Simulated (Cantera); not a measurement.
An adiabatic, constant-pressure homogeneous reactor starts with 10.2 % CH4, 0.427 % CO, 15.7 % O2, 59.4 % N2, 14.2 % H2O, equivalence ratio 1.3, at 1500 K and 1400000 Pa.

Computed with Cantera and GRI-Mech 3.0 (53 species, 325 reactions). The pressure lies above the range GRI-Mech 3.0 was tuned for (to about 10 atm).

Task: Predict: time of steepest temperature rise; temperature at 0.200 s; equilibrium temperature; x(CO) at 0.200 s; x(O2) at 0.200 s; x(H) at 0.200 s; x(H2) at 0.200 s; x(N2O) at 0.200 s; x(NO) at 0.200 s.

Result: 
```
Item                                                                  Result
---------------------------------  -----------------------------------------
time of steepest temperature rise                                   0.207 ms
temperature at 0.200 s                                                2724 K
equilibrium temperature                                               2724 K
x(CO) at 0.200 s                       0.0518 (gas-phase equilibrium 0.0518)
x(O2) at 0.200 s                   0.000767 (gas-phase equilibrium 0.000767)
x(H) at 0.200 s                      0.00351 (gas-phase equilibrium 0.00351)
x(H2) at 0.200 s                       0.0438 (gas-phase equilibrium 0.0438)
x(N2O) at 0.200 s                    2.99e-7 (gas-phase equilibrium 2.99e-7)
x(NO) at 0.200 s                     0.00169 (gas-phase equilibrium 0.00169)
```
